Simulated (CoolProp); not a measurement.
Nitrogen along the isotherm 147.3 K: fugacity coefficient from the reference equation and from simpler models built on Tc = 126.2 K, pc = 3.396 MPa, ω = 0.037; each cubic takes its own stable root.

Values from CoolProp's reference Helmholtz-energy equation of state, Span 2000.

```
p (MPa)  phase  reference
-------  -----  ---------
0.121      gas     0.9926
0.243      gas     0.9852
0.364      gas     0.9779
0.485      gas     0.9707
0.606      gas     0.9634
0.728      gas     0.9561
0.849      gas     0.9489
0.97       gas     0.9417
1.09       gas     0.9346
1.21       gas     0.9276
1.33       gas     0.9205
1.46       gas     0.9129
1.58       gas     0.9059
1.7        gas     0.8989
```

Q: How far does each simpler model (Redlich-Kwong, Soave-Redlich-Kwong) lie from the reference over these 14 states: mean and median of the absolute difference, and the worst?

A: 
- Redlich-Kwong: mean 0.2 %, median 0.2 %, worst -0.4 % at 147.3 K and 1.7 MPa
- Soave-Redlich-Kwong: mean 0.1 %, median 0.1 %, worst -0.2 % at 147.3 K and 1.7 MPa
